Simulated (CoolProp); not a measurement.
Values from CoolProp's reference Helmholtz-energy equation of state, Lemmon 2006. It is a short technical equation, of lower accuracy than the large ones.

Q: Give the vapour pressure (kPa), liquid density (kg/m³), vapour density (kg/m³), enthalpy of vaporisation (kJ/kg) of saturated CH3F (R41) at -5.35 °C.

A: 
| T (°C) | p (kPa) | liquid density (kg/m³) | vapour density (kg/m³) | enthalpy of vaporisation (kJ/kg) |
|---|---|---|---|---|
| -5.35 | 1760 | 697 | 36.1 | 348 |
